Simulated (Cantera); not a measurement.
An isothermal, constant-pressure homogeneous reactor starts with C₂H₆ : H₂ = 1 : 23 (molar parts), at 1148 K and 760 Torr. Integrator tolerance rtol = 1e-08.

Computed with Cantera and GRI-Mech 3.0 (53 species, 325 reactions). GRI-Mech 3.0 stops at C3 and has no aromatics, soot or wall deposition, so with more carbon than oxygen in the feed, carbon stays in small species such as C2H2 where larger ones or solid carbon would form.

### Question
What does this change do: pressure from 760 Torr to 10.00 Torr?

### Answer
| quantity | before | after |
|---|---|---|
| x(C₂H₆) at 3.00 s | 0.00308 (gas-phase equilibrium 4.17e-6) | 0.000109 (gas-phase equilibrium 3.40e-6) |
| x(H₂) at 3.00 s | 0.933 (gas-phase equilibrium 0.917) | 0.950 (gas-phase equilibrium 0.921) |
| x(CH₄) at 3.00 s | 0.0520 (gas-phase equilibrium 0.0833) | 0.0191 (gas-phase equilibrium 0.0754) |
| x(C₂H) at 3.00 s | <1e-12 (gas-phase equilibrium <1e-12) | 1.63e-12 (gas-phase equilibrium <1e-12) |
| x(C₂H₂) at 3.00 s | 0.000470 (gas-phase equilibrium 5.91e-7) | 0.00373 (gas-phase equilibrium 0.00276) |
| x(H) at 3.00 s | 9.60e-7 (gas-phase equilibrium 6.86e-8) | 3.90e-6 (gas-phase equilibrium 5.99e-7) |
| x(CH₃) at 3.00 s | 1.02e-6 (gas-phase equilibrium 1.16e-7) | 1.48e-6 (gas-phase equilibrium 9.17e-7) |
Radical loss at walls, strong at low pressure, is not modelled.

### Question
What does this change do: H2 23 to 17 parts?

### Answer
```
quantity                                             before                                     after
-----------------  ----------------------------------------  ----------------------------------------
x(C₂H₆) at 3.00 s   0.00308 (gas-phase equilibrium 4.17e-6)   0.00418 (gas-phase equilibrium 7.64e-6)
x(H₂) at 3.00 s         0.933 (gas-phase equilibrium 0.917)       0.912 (gas-phase equilibrium 0.889)
x(CH₄) at 3.00 s      0.0520 (gas-phase equilibrium 0.0833)      0.0673 (gas-phase equilibrium 0.111)
x(C₂H) at 3.00 s      <1e-12 (gas-phase equilibrium <1e-12)     <1e-12 (gas-phase equilibrium <1e-12)
x(C₂H₂) at 3.00 s  0.000470 (gas-phase equilibrium 5.91e-7)  0.000665 (gas-phase equilibrium 1.15e-6)
x(H) at 3.00 s      9.60e-7 (gas-phase equilibrium 6.86e-8)   9.30e-7 (gas-phase equilibrium 6.75e-8)
x(CH₃) at 3.00 s    1.02e-6 (gas-phase equilibrium 1.16e-7)   1.32e-6 (gas-phase equilibrium 1.58e-7)
```

### Question
What does this change do: pressure from 760 Torr to 225 Torr?

### Answer
```json
[
 {"quantity": "x(C₂H₆) at 3.00 s", "before": "0.00308 (gas-phase equilibrium 4.17e-6)", "after": "0.00161 (gas-phase equilibrium 4.16e-6)"},
 {"quantity": "x(H₂) at 3.00 s", "before": "0.933 (gas-phase equilibrium 0.917)", "after": "0.944 (gas-phase equilibrium 0.917)"},
 {"quantity": "x(CH₄) at 3.00 s", "before": "0.0520 (gas-phase equilibrium 0.0833)", "after": "0.0313 (gas-phase equilibrium 0.0832)"},
 {"quantity": "x(C₂H) at 3.00 s", "before": "<1e-12 (gas-phase equilibrium <1e-12)", "after": "<1e-12 (gas-phase equilibrium <1e-12)"},
 {"quantity": "x(C₂H₂) at 3.00 s", "before": "0.000470 (gas-phase equilibrium 5.91e-7)", "after": "0.00278 (gas-phase equilibrium 6.72e-6)"},
 {"quantity": "x(H) at 3.00 s", "before": "9.60e-7 (gas-phase equilibrium 6.86e-8)", "after": "2.15e-6 (gas-phase equilibrium 1.26e-7)"},
 {"quantity": "x(CH₃) at 3.00 s", "before": "1.02e-6 (gas-phase equilibrium 1.16e-7)", "after": "1.39e-6 (gas-phase equilibrium 2.14e-7)"}
]
```
